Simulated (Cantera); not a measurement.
A closed system holds: 1 mol CH₃SiH₃, 0.25 mol CH₄, 1800 mol H₂, equilibrated at 27.0 Torr.

Equilibrium computed with Cantera from the NASA thermochemical tables; the gas is ideal and each condensed phase is pure. Candidate condensed phases: C, C₆H₆, C₇H₈, C₈H₁₈, Si, SiC; 87 gas species. The feed counts by its element totals alone. Gases not in the tables: Si₂H₆ and higher silanes. Rates play no part.

x: gas mole fraction; n: condensed amount in mol.

```csv
T (°C),x H₂,x H,x Si,x C₂H₂ (acetylene),x SiH,x SiH₂,x Si₂C,n SiC(s)
1677,0.994,0.00602,6.73e-5,0.000108,9.74e-6,8.02e-6,1.49e-6,0.840
1777,0.988,___,___,___,___,___,___,___
1877,0.977,___,0.000465,0.000329,___,___,___,0
1977,0.961,0.0384,0.000485,0.000330,3.63e-5,1.06e-5,2.55e-6,0
2077,0.936,0.0636,0.000492,0.000326,3.04e-5,6.63e-6,8.78e-7,0
2177,0.899,0.100,0.000492,0.000320,2.52e-5,4.18e-6,3.20e-7,0
2277,0.848,0.151,0.000485,0.000309,2.08e-5,2.63e-6,1.23e-7,0
```

Problem. Complete the blanks.

Solution. 
- 1777, x H: 0.0119
- 1777, x Si: 0.000294
- 1777, x C₂H₂ (acetylene): 0.000242
- 1777, x SiH: 3.35e-5
- 1777, x SiH₂: 1.89e-5
- 1777, x Si₂C: 9.89e-6
- 1777, n SiC(s): 0.328
- 1877, x H: 0.0220
- 1877, x SiH: 4.27e-5
- 1877, x SiH₂: 1.71e-5
- 1877, x Si₂C: 7.76e-6
